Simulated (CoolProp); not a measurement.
Saturated liquid density (kg/m³) of R236EA: the reference equation beside estimates from Tc = 139.3 °C, pc = 3.414 MPa, ω = 0.368. Rackett uses Z = 0.29056 − 0.08775 ω.

Computed with CoolProp (reference Helmholtz-energy equation of state, Rui 2013).

```csv
T (°C),reference,Rackett,van der Waals,Redlich-Kwong,Soave-Redlich-Kwong,Peng-Robinson
38.15,1383,1450,820.3,1175,[?],1421
43.25,[?],1431,809.7,1156,1235,[?]
48.25,1348,1412,799.1,1136,1216,1379
53.35,1330,1392,787.8,1116,1195,1356
58.35,1311,1371,776.5,1096,1175,1333
63.45,1292,1350,764.5,1074,1153,1308
68.45,1272,1329,752.4,1052,1130,1283
73.55,1251,1306,739.5,1029,1106,1255
78.55,1230,1283,726.3,[?],1081,[?]
83.65,1207,1258,712.3,980.3,1054,1197
88.65,1184,1233,698.0,954.5,1027,1165
```

Q: Some entries are withheld; supply them.

A: 
- 38.15, Soave-Redlich-Kwong: 1253
- 43.25, reference: 1366
- 43.25, Peng-Robinson: 1400
- 78.55, Redlich-Kwong: 1005
- 78.55, Peng-Robinson: 1227

Absolute difference from the reference over all 11 rows, mean and median: Rackett 4.5 and 4.5 %, van der Waals 40.8 and 40.8 %, Redlich-Kwong 17.0 and 16.9 %, Soave-Redlich-Kwong 11.0 and 10.8 %, Peng-Robinson 1.5 and 1.6 %.
